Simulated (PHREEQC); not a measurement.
A solution holds 0.028 mol/kgw NaH2PO4 and 0.17 mol/kgw KOH, at 25 °C. Closed to the air; pH follows from the charge balance.

Equilibrium calculation in PHREEQC: ion-association model, wateq4f.dat.

```json
[
 {"quantity": "pH", "before": "12.90", "after": "6.80"},
 {"quantity": "HPO4-2 (mol/kgw)", "before": "0.00141", "after": "0.145"},
 {"quantity": "H2PO4- (mol/kgw)", "before": "1.05e-9", "after": "0.110"}
]
```

Task: Name the change that produced these shifts.
A) temperature from 25 to 50 °C
B) KOH left out
C) NaH2PO4 from 0.028 to 0.28 mol/kgw
D) NaH2PO4 replaced by K3PO4 at the same molality
E) diluted 100-fold with water

Result: C, NaH2PO4 from 0.028 to 0.28 mol/kgw

This is a speciation only: nothing precipitates in the calculation. H3PO4, which wateq4f.dat lacks, is added to it with the constant of phreeqc.dat.
